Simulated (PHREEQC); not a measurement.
PHREEQC input (ion-association model, wateq4f.dat):

```
SOLUTION_MASTER_SPECIES
  An  An-  0  An  62.0  # stands for a non-complexing anion
SOLUTION_SPECIES
  An- = An-
    -log_k 0
    -gamma 3.0 0
PHASES
  Fix_H+
    H+ = H+
    -log_k 0
SOLUTION 1
  temp 25
  units mmol/kgw
  pH 7 charge
  Cl 3.7
  Ni 0.05
  Mg 1.8
  Na 300
  An 300
END
SELECTED_OUTPUT 1
  -reset false
  -pH true
  -pe true
  -ionic_strength true
  -water true
  -totals Cl Mg Na Ni
  -molalities Hfo_wOH Hfo_wOH2+ Hfo_wO- Hfo_sOH Hfo_sOH2+ Hfo_sO- Hfo_sONi+ Hfo_wONi+ Hfo_wOMg+
  -saturation_indices Brucite Ni(OH)2 Halite
USER_PUNCH 1
  -headings sigma psi
  10 PUNCH EDL("sigma", "Hfo"), EDL("psi", "Hfo")
PRINT
  -reset false
USE solution 1
SURFACE 1
  Hfo_wOH 0.000719101 600 0.32
  Hfo_sOH 1.79775e-05
EQUILIBRIUM_PHASES 1
  Fix_H+ -4 HAn 10
    -force_equality true
  O2(g) -0.68 10
END
# ... the last block is repeated for the other 16 points of pH, with NaOH or the acid as the point needs
```

Selected output (columns that matter, 16 of 17 rows; pH added in front):

```
pH	mu	Mg	Na	Ni	m_Hfo_wOH	m_Hfo_wOH2+	m_Hfo_wO-	m_Hfo_sOH	m_Hfo_sOH2+	si_Brucite	si_Ni(OH)2	si_Halite	sigma	psi
4	0.30602	0.0018	0.3	4.9997e-05	4.0978e-05	0.00067807	5.6732e-08	1.0243e-06	1.6949e-05	-12.097	-7.6505	-4.845	0.34927	0.12253
4.38	0.30593	0.0018	0.3	4.9983e-05	8.1715e-05	0.00063714	2.4009e-07	2.0411e-06	1.5915e-05	-11.337	-6.8906	-4.845	0.32809	0.11938
4.75	0.30587	0.0018	0.3	4.9917e-05	0.00014206	0.00057623	8.023e-07	3.536e-06	1.4343e-05	-10.597	-6.1511	-4.845	0.29644	0.11428
5.12	0.30581	0.0018	0.3	4.9614e-05	0.00021743	0.00049948	2.1682e-06	5.3254e-06	1.2234e-05	-9.8569	-5.4138	-4.8449	0.25625	0.107
5.5	0.30576	0.0018	0.3	4.8323e-05	0.00029929	0.00041474	4.9478e-06	6.8245e-06	9.457e-06	-9.0969	-4.6652	-4.8449	0.2115	0.097508
5.88	0.3057	0.0017999	0.3	4.4371e-05	0.00037548	0.0003334	9.6873e-06	6.6604e-06	5.914e-06	-8.3369	-3.9423	-4.8449	0.16847	0.086464
6.25	0.30564	0.0017994	0.3	3.7717e-05	0.00043792	0.00026237	1.6744e-05	4.371e-06	2.6188e-06	-7.597	-3.2728	-4.8449	0.13115	0.074683
6.62	0.30558	0.0017975	0.3	3.0062e-05	0.00048404	0.0002009	2.6717e-05	2.0018e-06	8.3082e-07	-6.8575	-2.6314	-4.8449	0.099197	0.062226
7.38	0.30542	0.0017625	0.30005	9.4583e-06	0.00050344	9.142e-05	6.3511e-05	5.0629e-07	9.1938e-08	-5.346	-1.6141	-4.8448	0.053264	0.038505
7.75	0.30536	0.0017027	0.3002	4.2874e-06	0.00044661	4.4687e-05	0.00010225	3.7306e-07	3.7328e-08	-4.621	-1.2184	-4.8445	0.04293	0.031929
8.12	0.30528	0.0016221	0.30037	2.3881e-06	0.00033288	1.5601e-05	0.00016271	2.6272e-07	1.2313e-08	-3.902	-0.7345	-4.8443	0.039333	0.029526
8.5	0.30521	0.0015466	0.30053	1.6533e-06	0.00020146	4.0514e-06	0.0002295	1.5613e-07	3.1396e-09	-3.1628	-0.1394	-4.844	0.038239	0.028785
8.88	0.30517	0.0014951	0.30064	1.3847e-06	0.00010335	8.7704e-07	0.00027902	7.9695e-08	6.7628e-10	-2.4178	0.5284	-4.8438	0.037779	0.028472
9.25	0.30515	0.0014673	0.30071	1.3895e-06	4.8764e-05	1.777e-07	0.00030656	3.7677e-08	1.373e-10	-1.6867	1.2214	-4.8437	0.037528	0.028301
9.62	0.30517	0.0014534	0.30078	1.8745e-06	2.1843e-05	3.4134e-08	0.00032021	1.7155e-08	2.6808e-11	-0.9524	1.9309	-4.8436	0.037332	0.028166
10	0.30523	0.0014449	0.3009	4.4048e-06	9.3782e-06	6.1661e-09	0.00032676	8.0198e-09	5.2729e-12	-0.1987	2.6367	-4.8435	0.036991	0.027928
```

Along this series the solution becomes supersaturated in solids that the run did not let form, among them Ni(OH)2.
